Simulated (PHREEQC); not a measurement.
1 kg of water holding 0.02 mol KCl, 0.018 mol Na2CO3 and 0.36 mol NaCl is evaporated at 25 °C; the solids stay in contact with the brine. The system is closed to CO2. The run lets Halite, Kalicinite, Nahcolite, Natron, Sylvite, Trona precipitate or redissolve, and no other solid.

Model: Pitzer model, pitzer.dat, run in PHREEQC.

```json
[
 {"water left (kg)": "1", "ionic strength": "0.433", "water activity": "0.987", "Halite (mol)": "0", "Sylvite (mol)": "0", "C in solution (mol/kgw)": "0.0180", "K in solution (mol/kgw)": "0.0200"},
 {"water left (kg)": "0.8219", "ionic strength": "0.527", "water activity": "0.984", "Halite (mol)": "0", "Sylvite (mol)": "0", "C in solution (mol/kgw)": "0.0219", "K in solution (mol/kgw)": "0.0243"},
 {"water left (kg)": "0.5552", "ionic strength": "0.780", "water activity": "0.976", "Halite (mol)": "0", "Sylvite (mol)": "0", "C in solution (mol/kgw)": "0.0324", "K in solution (mol/kgw)": "0.0360"},
 {"water left (kg)": "0.4563", "ionic strength": "0.950", "water activity": "0.971", "Halite (mol)": "0", "Sylvite (mol)": "0", "C in solution (mol/kgw)": "0.0394", "K in solution (mol/kgw)": "0.0438"},
 {"water left (kg)": "0.3751", "ionic strength": "1.16", "water activity": "0.965", "Halite (mol)": "0", "Sylvite (mol)": "0", "C in solution (mol/kgw)": "0.0480", "K in solution (mol/kgw)": "0.0533"},
 {"water left (kg)": "0.3083", "ionic strength": "1.41", "water activity": "0.957", "Halite (mol)": "0", "Sylvite (mol)": "0", "C in solution (mol/kgw)": "0.0584", "K in solution (mol/kgw)": "0.0649"},
 {"water left (kg)": "0.2082", "ionic strength": "2.08", "water activity": "0.935", "Halite (mol)": "0", "Sylvite (mol)": "0", "C in solution (mol/kgw)": "0.0864", "K in solution (mol/kgw)": "0.0960"},
 {"water left (kg)": "0.1712", "ionic strength": "2.53", "water activity": "0.920", "Halite (mol)": "0", "Sylvite (mol)": "0", "C in solution (mol/kgw)": "0.105", "K in solution (mol/kgw)": "0.117"},
 {"water left (kg)": "0.1407", "ionic strength": "3.08", "water activity": "0.900", "Halite (mol)": "0", "Sylvite (mol)": "0", "C in solution (mol/kgw)": "0.128", "K in solution (mol/kgw)": "0.142"},
 {"water left (kg)": "0.09504", "ionic strength": "4.56", "water activity": "0.844", "Halite (mol)": "0", "Sylvite (mol)": "0", "C in solution (mol/kgw)": "0.189", "K in solution (mol/kgw)": "0.210"},
 {"water left (kg)": "0.0781", "ionic strength": "5.55", "water activity": "0.803", "Halite (mol)": "0", "Sylvite (mol)": "0", "C in solution (mol/kgw)": "0.230", "K in solution (mol/kgw)": "0.256"},
 {"water left (kg)": "0.06419", "ionic strength": "6.76", "water activity": "0.749", "Halite (mol)": "0", "Sylvite (mol)": "0", "C in solution (mol/kgw)": "0.280", "K in solution (mol/kgw)": "0.312"},
 {"water left (kg)": "0.05277", "ionic strength": "7.01", "water activity": "0.743", "Halite (mol)": "0.0640", "Sylvite (mol)": "0", "C in solution (mol/kgw)": "0.341", "K in solution (mol/kgw)": "0.379"},
 {"water left (kg)": "0.03566", "ionic strength": "7.43", "water activity": "0.738", "Halite (mol)": "0.169", "Sylvite (mol)": "0", "C in solution (mol/kgw)": "0.505", "K in solution (mol/kgw)": "0.561"},
 {"water left (kg)": "0.02932", "ionic strength": "7.70", "water activity": "0.734", "Halite (mol)": "0.208", "Sylvite (mol)": "0", "C in solution (mol/kgw)": "0.614", "K in solution (mol/kgw)": "0.682"},
 {"water left (kg)": "0.02409", "ionic strength": "8.04", "water activity": "0.730", "Halite (mol)": "0.240", "Sylvite (mol)": "0", "C in solution (mol/kgw)": "0.747", "K in solution (mol/kgw)": "0.830"},
 {"water left (kg)": "0.01629", "ionic strength": "8.93", "water activity": "0.718", "Halite (mol)": "0.288", "Sylvite (mol)": "0", "C in solution (mol/kgw)": "1.10", "K in solution (mol/kgw)": "1.23"},
 {"water left (kg)": "0.01339", "ionic strength": "9.53", "water activity": "0.709", "Halite (mol)": "0.306", "Sylvite (mol)": "0", "C in solution (mol/kgw)": "1.34", "K in solution (mol/kgw)": "1.49"},
 {"water left (kg)": "0.01101", "ionic strength": "10.2", "water activity": "0.699", "Halite (mol)": "0.321", "Sylvite (mol)": "0", "C in solution (mol/kgw)": "1.63", "K in solution (mol/kgw)": "1.82"},
 {"water left (kg)": "0.009049", "ionic strength": "11.0", "water activity": "0.691", "Halite (mol)": "0.331", "Sylvite (mol)": "0.00330", "C in solution (mol/kgw)": "1.99", "K in solution (mol/kgw)": "1.85"},
 {"water left (kg)": "0.006113", "ionic strength": "12.8", "water activity": "0.673", "Halite (mol)": "0.346", "Sylvite (mol)": "0.00965", "C in solution (mol/kgw)": "2.94", "K in solution (mol/kgw)": "1.69"},
 {"water left (kg)": "0.005032", "ionic strength": "14.1", "water activity": "0.660", "Halite (mol)": "0.351", "Sylvite (mol)": "0.0120", "C in solution (mol/kgw)": "3.58", "K in solution (mol/kgw)": "1.59"}
]
```

Halite from water left = 0.05277 kg (pH 11.11); Sylvite from water left = 0.009049 kg (pH 11.84).
